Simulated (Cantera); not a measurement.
Input: 1 mol PbO, 0.05 mol H₂, held at 1423 K and 0.310 bar.

Method: chemical equilibrium by Gibbs-energy minimisation in Cantera with the NASA 1993 tables (ideal gas, pure condensed phases). Candidate condensed phases: H₂O, Pb, PbO, PbO₂, Pb₃O₄; 12 gas species. Each liquid is taken as pure. Mutual solubility and eutectic melting of coexisting phases are not modelled. Gases not in the tables: (PbO)n polymers. Rates play no part.

Q: What is the equilibrium state?

A: 
```json
{
  "x(H₂O)": "0.953",
  "x(Pb)": "0.0362",
  "x(PbO)": "0.0101",
  "x(H₂)": "0.000764",
  "x(Pb₂)": "9.02e-6",
  "x(OH)": "8.92e-6",
  "x(O₂)": "2.05e-6",
  "n(Pb(l))": "0.0481 mol",
  "n(PbO(l))": "0.950 mol",
  "gas_amount": "0.05242 mol"
}
```
